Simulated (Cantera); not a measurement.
Input: 1 mol Fe(CO)5, 0.4 mol H2, 1 mol N2, equilibrated at 750 Torr.

Method: chemical equilibrium by Gibbs-energy minimisation in Cantera with the NASA 1993 tables (ideal gas, pure condensed phases). Candidate condensed phases: C, C6H6, C7H8, C8H18, Fe, Fe(CO)5, FeO, Fe(OH)2, Fe(OH)3, Fe2O3, Fe3O4, H2O; 140 gas species. Condensed phases not in the tables: cementite and carbon dissolved in iron. Kinetics and transport are ignored.

x: gas mole fraction; n: condensed amount in mol.

```csv
T (°C),x CO,x N2,x CO2,x H2,x H2O,x CH4,x HCN,n C(graphite),n Fe(α),n Fe(γ)
750,0.615,0.179,0.135,0.0608,0.0102,0.000277,7.76e-7,0.810,1.00,0
775,0.661,0.173,0.0971,0.0611,0.00755,0.000218,1.11e-6,0.605,1.00,0
800,0.697,0.168,0.0684,0.0612,0.00555,0.000172,1.56e-6,0.439,1.00,0
825,0.722,0.164,0.0476,0.0614,0.00408,0.000138,2.17e-6,0.314,1.00,0
850,0.740,0.162,?,0.0615,?,?,?,?,1.00,0
875,0.753,0.160,0.0231,0.0617,0.00223,9.05e-5,4.06e-6,0.157,1.00,0
900,0.761,0.159,0.0162,0.0618,0.00167,7.43e-5,5.44e-6,0.112,1.00,0
925,0.767,0.158,0.0114,0.0619,0.00126,6.15e-5,7.21e-6,0.0798,0,1.00
950,0.771,0.158,?,0.0620,?,?,?,?,0,1.00
975,0.774,0.157,0.00592,0.0621,0.000739,4.30e-5,1.23e-5,0.0420,0,1.00
1000,0.776,0.157,0.00433,0.0622,0.000574,3.63e-5,1.58e-5,0.0309,0,1.00
```

What belongs in the gaps?


- 850, x CO2: 0.0331
- 850, x H2O: 0.00301
- 850, x CH4: 0.000111
- 850, x HCN: 2.99e-6
- 850, n C(graphite): 0.222
- 950, x CO2: 0.00818
- 950, x H2O: 0.000961
- 950, x CH4: 5.12e-5
- 950, x HCN: 9.46e-6
- 950, n C(graphite): 0.0576
